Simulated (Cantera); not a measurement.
Cantera run, input and output.

```python
import numpy as np
import cantera as ct

surf = ct.Interface("ptcombust.yaml", "Pt_surf")
gas = surf.adjacent["gas"]
gas.TPX = 900, 56000, {'CH4': 0.0029, 'O2': 0.01, 'N2': 0.79, 'H2O': 0.057}
surf.TP = 900, 56000
reactor = ct.FlowReactor(gas, clone=False)
reactor.area = 0.0001  # m2
reactor.surface_area_to_volume_ratio = 1300  # 1/m
reactor.mass_flow_rate = 3.9 * reactor.area * gas.density  # inlet velocity 3.9 m/s
reactor.energy_enabled = False
wall = ct.ReactorSurface(surf, reactor, clone=False)
net = ct.ReactorNet([reactor])
net.rtol, net.atol = 1e-8, 1e-16
show, cover = ['CH4', 'O2', 'H2O', 'CO2', 'CO'], ['PT(S)', 'H(S)', 'O(S)', 'OH(S)', 'CO(S)', 'C(S)']

rows = []
print(f"{'z/m':>9s}{'u/(m/s)':>9s}" + "".join(f"{s:>13s}" for s in show + cover))
for z in [0.00032, 0.00061, 0.0012, 0.0023, 0.0044, 0.0085, 0.016, 0.032]:
    net.advance(z)
    rows.append([reactor.speed, *gas[show].X, *surf[cover].coverages])
    print(f"{z:9.4g}{rows[-1][0]:9.3g}" + "".join(f"{x:13.4e}" for x in rows[-1][1:]))
```

Result:

```
      z/m  u/(m/s)          CH4           O2          H2O          CO2           CO        PT(S)         H(S)         O(S)        OH(S)        CO(S)         C(S)
  0.00032      3.9   3.3417e-03   1.1568e-02   6.6348e-02   2.9674e-05   1.1291e-06   2.2227e-01   3.7196e-07   7.7240e-01   5.2955e-03   1.2607e-05   4.5430e-08
  0.00061      3.9   3.3139e-03   1.1513e-02   6.6404e-02   5.7241e-05   1.3140e-06   2.2251e-01   3.7278e-07   7.7216e-01   5.2997e-03   1.2677e-05   4.5179e-08
   0.0012      3.9   3.2579e-03   1.1401e-02   6.6516e-02   1.1316e-04   1.3419e-06   2.2297e-01   3.7434e-07   7.7169e-01   5.3080e-03   1.2564e-05   4.4651e-08
   0.0023      3.9   3.1553e-03   1.1196e-02   6.6721e-02   2.1567e-04   1.3046e-06   2.2380e-01   3.7723e-07   7.7084e-01   5.3231e-03   1.2289e-05   4.3668e-08
   0.0044      3.9   2.9661e-03   1.0818e-02   6.7099e-02   4.0476e-04   1.2316e-06   2.2539e-01   3.8271e-07   7.6923e-01   5.3514e-03   1.1765e-05   4.1808e-08
   0.0085      3.9   2.6212e-03   1.0129e-02   6.7788e-02   7.4944e-04   1.0972e-06   2.2842e-01   3.9321e-07   7.6615e-01   5.4038e-03   1.0765e-05   3.8253e-08
    0.016      3.9   2.0706e-03   9.0281e-03   6.8889e-02   1.2998e-03   8.7896e-07   2.3370e-01   4.1160e-07   7.6079e-01   5.4905e-03   9.0256e-06   3.2072e-08
    0.032      3.9   1.2040e-03   7.2959e-03   7.0621e-02   2.1660e-03   5.2422e-07   2.4337e-01   4.4569e-07   7.5096e-01   5.6359e-03   5.8370e-06   2.0741e-08
```

Detailed kinetics in Cantera: Deutschmann's 1995 Pt surface mechanism with GRI-Mech 3.0 gas chemistry. Catalytic surfaces can have several steady states; this one follows from the mechanism file's or the stated starting coverage. Mass transfer to the wall is taken as infinitely fast.
